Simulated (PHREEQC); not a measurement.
Consider water at 20 °C with 140 mmol/kgw HCl, 4.2 mmol/kgw CuSO4 and 0.16 mmol/kgw CuCl2. Closed to the air; pH follows from the charge balance.

The numbers come from PHREEQC with the ion-association model, phreeqc.dat.

Precipitation was switched off in this run.

Question: Order these S species by the share of S that they hold, largest first: SO4-2, HSO4-, CuSO4.

Answer: HSO4- (79 %), SO4-2 (19 %), CuSO4 (1.7 %)

Question: Order these Cu species by the share of Cu that they hold, largest first: Cu+2, CuCl+, CuCl2, CuSO4.

Answer: Cu+2 (89 %), CuCl+ (9.3 %), CuSO4 (1.6 %), CuCl2 (0.35 %)

The pH is 0.96 and the ionic strength 0.149 mol/kgw. Species that the database lacks are ignored.
